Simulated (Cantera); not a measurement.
An adiabatic, constant-volume homogeneous reactor starts with CH3OH : O2 : N2 = 1 : 1.72 : 6.48 (molar parts), equivalence ratio 0.87, at 1000 K and 10.0 bar.

Model: GRI-Mech 3.0 (53 species, 325 reactions), integrated in Cantera. GRI-Mech 3.0 was tuned for natural gas; its chemistry of methanol as a main component is partial and can be far from experiment.

Task: Predict: time of steepest temperature rise; temperature at 2.00 s; equilibrium temperature; x(O2) at 2.00 s; x(OH) at 2.00 s.

Result: 
```
Quantity                                                          Result
---------------------------------  -------------------------------------
time of steepest temperature rise                                87.3 ms
temperature at 2.00 s                                             2832 K
equilibrium temperature                                           2832 K
x(O2) at 2.00 s                    0.0240 (gas-phase equilibrium 0.0240)
x(OH) at 2.00 s                    0.0124 (gas-phase equilibrium 0.0124)
```
